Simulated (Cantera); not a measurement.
An isothermal, constant-pressure homogeneous reactor starts with C2H6 : N2 = 1 : 64 (molar parts), at 1275 K and 1330 Pa. Integrator tolerance rtol = 1e-08.

Model: GRI-Mech 3.0 (53 species, 325 reactions), integrated in Cantera. GRI-Mech 3.0 stops at C3 and has no aromatics, soot or wall deposition, so with more carbon than oxygen in the feed, carbon stays in small species such as C2H2 where larger ones or solid carbon would form. Radical loss at walls, strong at low pressure, is not modelled.

### Question
What does this change do: 4.2 parts H2O added?

### Answer
```
quantity                                            before                                     after
----------------  ----------------------------------------  ----------------------------------------
x(C2H6) at 200 s  1.26e-7 (gas-phase equilibrium 1.45e-10)    3.46e-7 (gas-phase equilibrium <1e-12)
x(CH3) at 200 s    1.55e-6 (gas-phase equilibrium 4.38e-8)    2.82e-6 (gas-phase equilibrium <1e-12)
x(H2) at 200 s       0.0251 (gas-phase equilibrium 0.0298)     0.0242 (gas-phase equilibrium 0.0730)
x(CH2) at 200 s    2.22e-11 (gas-phase equilibrium <1e-12)   1.25e-10 (gas-phase equilibrium <1e-12)
x(C2H2) at 200 s    0.0133 (gas-phase equilibrium 0.00355)     0.0122 (gas-phase equilibrium <1e-12)
x(CH4) at 200 s    0.00324 (gas-phase equilibrium 6.02e-5)  0.00317 (gas-phase equilibrium 6.50e-12)
```

### Question
What does this change do: N2 64 to 28 parts?

### Answer
```csv
quantity,before,after
x(C2H6) at 200 s,1.26e-7 (gas-phase equilibrium 1.45e-10),3.05e-7 (gas-phase equilibrium 2.26e-9)
x(CH3) at 200 s,1.55e-6 (gas-phase equilibrium 4.38e-8),2.52e-6 (gas-phase equilibrium 1.73e-7)
x(H2) at 200 s,0.0251 (gas-phase equilibrium 0.0298),0.0526 (gas-phase equilibrium 0.0640)
x(CH2) at 200 s,2.22e-11 (gas-phase equilibrium <1e-12),2.29e-11 (gas-phase equilibrium 2.56e-12)
x(C2H2) at 200 s,0.0133 (gas-phase equilibrium 0.00355),0.0283 (gas-phase equilibrium 0.0119)
x(CH4) at 200 s,0.00324 (gas-phase equilibrium 6.02e-5),0.00826 (gas-phase equilibrium 0.000348)
```
